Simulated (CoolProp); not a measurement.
Values from CoolProp's reference Helmholtz-energy equation of state, Colonna 2008. It is a short technical equation, of lower accuracy than the large ones.

Task: For dodecamethylcyclohexasiloxane (D6), give the phase and the cp (kJ/(kg K)), cv (kJ/(kg K)), speed of sound (m/s) at 620 K and 456 kPa; 620 K and 811 kPa.

Result: 
- 620 K and 456 kPa: gas; cp 2.02, cv 1.95, speed of sound 79.3
- 620 K and 811 kPa: liquid; cp 2.40, cv 1.98, speed of sound 129
